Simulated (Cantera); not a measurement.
A closed system holds: 1 mol FeS2, 0.16 mol O2, 25 mol N2, held at 1550 K and 1730 Torr.

These are equilibrium values from Cantera (NASA tables, ideal gas, pure condensed phases), not measurements of a reactor. Candidate condensed phases: Fe, FeO, FeS, FeSO4, FeS2, Fe2O3, Fe2(SO4)3, Fe3O4, S; 19 gas species. FeS: taken at fixed stoichiometry. Equilibrium is a limit: real reactors are often held back by kinetics, nucleation or transport.

Base state: N2 0.977, S2 0.0162, SO2 0.00602, SO 0.000264, S2O 0.000214 (mole fractions); condensed: FeS(l).

Q: What changes in the equilibrium state with this change: 0.24 mol CH4 added?

A: 
```json
[
 {"species": "N2", "before": "0.977", "after": "0.956"},
 {"species": "S2", "before": "0.0162", "after": "0.0161"},
 {"species": "H2", "before": "0", "after": "0.0102"},
 {"species": "CO", "before": "0", "after": "0.00834"},
 {"species": "H2S", "before": "0", "after": "0.00566"},
 {"species": "H2O", "before": "0", "after": "0.00234"},
 {"species": "CO2", "before": "0", "after": "0.000681"},
 {"species": "SH", "before": "0", "after": "0.000252"},
 {"species": "FeS(l), mol", "before": "1.00", "after": "1.00"}
]
```
Further candidate phases: C, C6H6, C7H8, C8H18, Fe(CO)5, Fe(OH)2, Fe(OH)3, H2O, H2SO4.

Q: What changes in the equilibrium state with this change: O2 from 0.16 to 1.3 mol?

A: 
| species | before | after |
|---|---|---|
| N2 | 0.977 | 0.950 |
| SO2 | 0.00602 | 0.0369 |
| S2 | 0.0162 | 0.0119 |
| SO | 0.000264 | 0.000605 |
| S2O | 0.000214 | 0.000421 |
| FeS(l), mol | 1.00 | 0.366 |
| FeO(s), mol | 0 | 0.634 |
Metal and sulfide melt together well below either melting point, which pure phases cannot show. Mutual solubility and eutectic melting of coexisting phases are not modelled. The tables' stoichiometric FeO is somewhat more stable than real wüstite, so its field is too wide. FeO, FeS: taken at fixed stoichiometry.

Q: What changes in the equilibrium state with this change: N2 from 25 to 3.6 mol?

A: 
```csv
species,before,after
N2,0.977,0.861
S2,0.0162,0.0987
SO2,0.00602,0.0367
S2O,0.000214,0.00206
SO,0.000264,0.00103
"FeS(l), mol",1.00,1.00
```
